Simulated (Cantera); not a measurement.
Cantera run, input and output.

```python
import numpy as np
import cantera as ct

gas = ct.Solution("gri30.yaml")
gas.TPX = 1398, 1000000, {'CH3OH': 1, 'O2': 2.34, 'N2': 18, 'H2O': 0.33}
reactor = ct.IdealGasConstPressureReactor(gas, energy="on", clone=False)
net = ct.ReactorNet([reactor])
net.rtol, net.atol = 1e-08, 1e-16
show = ['CH3OH', 'O2', 'H2O', 'CH2O', 'NO']
times = np.geomspace(3e-06, 1, 16)

steps = ct.SolutionArray(gas, extra=["t"])
rows = []
print(f"{'t/s':>10s}{'T/K':>9s}{'P/Pa':>11s}" + "".join(f"{s:>11s}" for s in show))
for t in times:
    while net.time < t:
        t_next = net.step()
        steps.append(gas.state, t=t_next)
    rows.append([np.interp(t, steps.t, y) for y in (steps.T, steps.P, *steps(*show).X.T)])
    print(f"{t:10.3e}{rows[-1][0]:9.1f}{rows[-1][1]:11.4g}" + "".join(f"{x:11.3e}" for x in rows[-1][2:]))
rate = np.gradient(steps.T, steps.t)
print("integrator steps:", len(steps.t))
if steps.T.max() > steps.T[0] + 200:
    print(f"time of steepest temperature rise: {steps.t[rate.argmax()]:.4e} s")
gas.TPX = 1398, 1000000, {'CH3OH': 1, 'O2': 2.34, 'N2': 18, 'H2O': 0.33}
gas.equilibrate("HP")
print(f"equilibrium (HP): T = {gas.T:.1f} K  " + "  ".join(f"{s} {gas[s].X[0]:.3e}" for s in show))
```

Output:

```
       t/s      T/K       P/Pa      CH3OH         O2        H2O       CH2O         NO
 3.000e-06   1398.0      1e+06  4.614e-02  1.080e-01  1.523e-02  7.499e-06  8.893e-16
 7.003e-06   1398.0      1e+06  4.612e-02  1.080e-01  1.524e-02  2.010e-05  2.361e-15
 1.635e-05   1398.0      1e+06  4.607e-02  1.079e-01  1.526e-02  6.064e-05  6.970e-15
 3.817e-05   1398.2      1e+06  4.583e-02  1.078e-01  1.537e-02  2.702e-04  3.184e-14
 8.910e-05   1406.7      1e+06  4.139e-02  1.055e-01  1.823e-02  3.903e-03  1.106e-12
 2.080e-04   2180.6      1e+06  9.847e-20  3.771e-02  1.038e-01  5.789e-13  2.155e-05
 4.856e-04   2183.8      1e+06  3.784e-20  3.762e-02  1.040e-01  2.792e-13  3.530e-05
 1.134e-03   2183.8      1e+06  3.771e-20  3.760e-02  1.040e-01  2.791e-13  6.644e-05
 2.646e-03   2183.6      1e+06  3.766e-20  3.757e-02  1.040e-01  2.788e-13  1.386e-04
 6.178e-03   2183.3      1e+06  3.755e-20  3.748e-02  1.040e-01  2.780e-13  3.040e-04
 1.442e-02   2182.4      1e+06  3.731e-20  3.730e-02  1.040e-01  2.764e-13  6.733e-04
 3.367e-02   2180.8      1e+06  3.680e-20  3.692e-02  1.040e-01  2.731e-13  1.443e-03
 7.860e-02   2177.8      1e+06  3.594e-20  3.625e-02  1.040e-01  2.675e-13  2.781e-03
 1.835e-01   2174.6      1e+06  3.502e-20  3.552e-02  1.040e-01  2.615e-13  4.264e-03
 4.284e-01   2173.2      1e+06  3.464e-20  3.520e-02  1.040e-01  2.590e-13  4.897e-03
 1.000e+00   2173.1      1e+06  3.461e-20  3.518e-02  1.040e-01  2.588e-13  4.940e-03
integrator steps: 1860
time of steepest temperature rise: 1.2970e-04 s
equilibrium (HP): T = 2173.1 K  CH3OH 3.616e-20  O2 3.518e-02  H2O 1.040e-01  CH2O 2.588e-13  NO 4.940e-03
```

Detailed kinetics in Cantera: GRI-Mech 3.0 (53 species, 325 reactions). GRI-Mech 3.0 was tuned for natural gas; its chemistry of methanol as a main component is partial and can be far from experiment.
